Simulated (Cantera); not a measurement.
Thermodynamics of carbon deposition, reforming and gasification, feed C3H6 + NH3 + N2

Feed: 1 mol C3H6, 0.052 mol NH3, a varied amount of N2, at 2323.15 K and 4.20 Torr.

Method: chemical equilibrium by Gibbs-energy minimisation in Cantera with the NASA 1993 tables (ideal gas, pure condensed phases). Candidate condensed phases: C, C6H6, C7H8, C8H18; 92 gas species. Kinetics and transport are ignored.

```
n(N2) (mol)   x N2    x H2     x H    x HCN  x C2H2 (acetylene)     x HNC  n C(graphite)
-----------  -----  ------  ------  -------  ------------------  --------  -------------
1.3          0.274   0.591   0.112   0.0177             0.00286   0.00167           2.88
1.7          0.330   0.540   0.107   0.0186             0.00262   0.00174           2.87
2.4          0.408   0.469  0.0997   0.0192             0.00227   0.00181           2.85
3.3          0.485   0.400  0.0921   0.0194             0.00194   0.00182           2.83
4.5          0.560   0.334  0.0841   0.0190             0.00162   0.00179           2.81
6.2          0.634   0.269  0.0756   0.0182             0.00130   0.00171           2.78
8.5          0.701   0.212  0.0671   0.0170             0.00103   0.00159           2.75
12           0.764   0.160  0.0582   0.0154            0.000773   0.00144           2.71
16           0.810   0.123  0.0511   0.0139            0.000597   0.00131           2.67
22           0.851  0.0908  0.0439   0.0122            0.000440   0.00115           2.63
30           0.884  0.0663  0.0375   0.0106            0.000321   0.00100           2.57
41           0.910  0.0476  0.0318  0.00915            0.000230  0.000860           2.52
```
x: gas mole fraction; n: condensed amount in mol.

From 1.3 mol N2 to 41 mol N2 the condensed part is C(graphite). The main C-bearing gas is HCN throughout. The share of C in condensed phases is highest at 1.3 mol N2 (96.1 %) and lowest at 41 mol N2 (83.8 %).
